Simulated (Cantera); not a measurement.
A closed system holds: 1 mol BN, 6.8 mol O2, 100 mol N2, held at 20.0 Pa.

Method: chemical equilibrium by Gibbs-energy minimisation in Cantera with the NASA 1993 tables (ideal gas, pure condensed phases). Candidate condensed phases: B, BN, B2O3; 17 gas species. Rates play no part.

**Question.** Which condensed phases are stable at each of these points (T (K)): 773, 873, 973, 1073, 1173, 1273, 1373, 1473, 1573, 1673, 1773, 1873, 1973?

**Answer.** 
| T (K) | condensed phases | B condensed (%) |
|---|---|---|
| 773 | B2O3(l) | 100.0 |
| 873 | B2O3(l) | 100.0 |
| 973 | B2O3(l) | 100.0 |
| 1073 | B2O3(l) | 100.0 |
| 1173 | B2O3(l) | 99.6 |
| 1273 | B2O3(l) | 90.4 |
| 1373 | gas only | 0.0 |
| 1473 | gas only | 0.0 |
| 1573 | gas only | 0.0 |
| 1673 | gas only | 0.0 |
| 1773 | gas only | 0.0 |
| 1873 | gas only | 0.0 |
| 1973 | gas only | 0.0 |

From 773 K to 1273 K the condensed part is B2O3(l). From 1373 K to 1973 K nothing is condensed.
